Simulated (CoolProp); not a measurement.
Vapour-liquid equilibrium of CH3F (R41) (1) + chloromethane (R40) (2) at -17.75 °C; x and y are mole fractions of (1).

The numbers come from the multi-fluid Helmholtz-energy mixture model, Lemmon 2006 and Thol 2014; pair parameters Bell 2016 in CoolProp.

### Question
Give the bubble pressure and the first vapour's composition at x = 0.2, 0.5, 0.65. Is there an azeotrope?

### Answer
x = 0.2: 363.1 kPa, y = 0.687; x = 0.5: 688.5 kPa, y = 0.881; x = 0.65: 841.2 kPa, y = 0.924. No azeotrope shows between x = 0.05 and 0.95.

Pair parameters are fitted to limited data, so mixtures are less certain than the pure fluids. The gap from Raoult's law changes sign with composition, which may be real or a fault of the pair parameters; it wasn't checked against measurements.
